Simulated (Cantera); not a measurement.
Input: 1 mol CH₃OH, 0.18 mol O₂, 0.43 mol N₂, at 1973 K and 1.33 mbar.

Cantera equilibrium calculation (NASA polynomials, part measured and part estimated; ideal gas, pure solids and liquids). Candidate condensed phases: C, C₆H₆, C₇H₈, C₈H₁₈, H₂O; 136 gas species. Equilibrium is a limit: real reactors are often held back by kinetics, nucleation or transport.

Base state: H₂ 0.471, CO 0.276, N₂ 0.124, H₂O 0.0912, H 0.0254, CO₂ 0.0119, OH 0.000466, O 1.85e-5 (mole fractions); condensed: gas only.

What changes in the equilibrium state with this change: O₂ from 0.18 to 0.92 mol?


```tsv
species	before	after
H₂O	0.0912	0.417
CO	0.276	0.179
H₂	0.471	0.152
CO₂	0.0119	0.110
H	0.0254	0.0144
N₂	0.124	0.124
O₂	1.55e-6	0.000312
NO	7.64e-6	0.000109
O	1.85e-5	0.000262
```

What changes in the equilibrium state with this change: temperature from 1973 K to 1075 K?


```
species    before    after
-------  --------  -------
H₂          0.471    0.515
CO          0.276    0.255
N₂          0.124    0.125
H          0.0254  2.88e-7
CO₂        0.0119   0.0365
H₂O        0.0912   0.0685
OH       0.000466    <1e-9
O         1.85e-5    <1e-9
```
